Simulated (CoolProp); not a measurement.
A single-stage vapour-compression cycle with the fluid: evaporating at 233.15 K (dew point), condensing at 279.15 K (bubble point), superheat 8 K, subcooling 0 K, compressor efficiency 0.8, no pressure losses. The same conditions are run with several fluids, on thermodynamics alone (safety and materials aside).

The numbers come from the reference Helmholtz-energy equation of state of each fluid (R22: Kamei 1995; CH2F2 (R32): Tillner-Roth 1997; C2F6 (R116): Lemmon 2006; hydrogen chloride: Thol 2018; R13: Platzer 1990; R142b: Lemmon 2006) in CoolProp. The equations of Platzer and Polt are older, rougher fits.

### Question
Rank R22, CH2F2 (R32), C2F6 (R116), hydrogen chloride, R13, R142b by cooling COP, highest first.

### Answer
R142b (3.44), R22 (3.34), CH2F2 (R32) (3.23), hydrogen chloride (2.99), R13 (2.71), C2F6 (R116) (2.25)

| fluid | pressure ratio | discharge temperature (K) | refrigerating effect (kJ/kg) | volumetric capacity (kJ/m³) |
|---|---|---|---|---|
| R22 | 5.73 | 334.8 | 186 | 872 |
| CH2F2 (R32) | 5.53 | 358.5 | 299 | 1450 |
| C2F6 (R116) | 3.99 | 290.3 | 47.7 | 2040 |
| hydrogen chloride | 3.94 | 376.8 | 309 | 4770 |
| R13 | 3.80 | 307.2 | 79.6 | 2850 |
| R142b | 7.56 | 314.0 | 190 | 229 |
